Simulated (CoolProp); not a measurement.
Vapour pressure (MPa) of R22: the reference equation beside estimates from Tc = 96.1 °C, pc = 4.990 MPa, ω = 0.221. Clausius-Clapeyron is anchored at 27.75 °C with a constant enthalpy of vaporisation of 15.56 kJ/mol.

Computed with CoolProp (reference Helmholtz-energy equation of state, Kamei 1995).

| T (°C) | reference | Clausius-Clapeyron | Redlich-Kwong | Soave-Redlich-Kwong |
|---|---|---|---|---|
| 14.15 | 0.7700 | 0.8370 | 1.003 | 0.7754 |
| 16.85 | 0.8325 | 0.8893 | 1.074 | 0.8388 |
| 19.65 | 0.9011 | 0.9459 | 1.151 | 0.9085 |
| 22.35 | 0.9713 | 1.003 | 1.229 | 0.9798 |
| 25.05 | 1.045 | 1.062 | 1.311 | 1.055 |
| 27.75 | 1.123 | 1.123 | 1.396 | 1.135 |
| 30.45 | 1.206 | 1.187 | 1.485 | 1.218 |
| 33.25 | 1.296 | 1.256 | 1.581 | 1.310 |
| 35.95 | 1.388 | 1.325 | 1.678 | 1.403 |
| 38.65 | 1.484 | 1.396 | 1.779 | 1.501 |
| 41.35 | 1.585 | 1.470 | 1.884 | 1.604 |
| 44.15 | 1.695 | 1.550 | 1.997 | 1.716 |
| 46.85 | 1.806 | 1.629 | 2.110 | 1.829 |
| 49.55 | 1.923 | 1.710 | 2.228 | 1.947 |

Absolute difference from the reference over all 14 rows, mean and median: Clausius-Clapeyron 5.5 and 5.5 %, Redlich-Kwong 22.8 and 22.6 %, Soave-Redlich-Kwong 1.0 and 1.1 %.
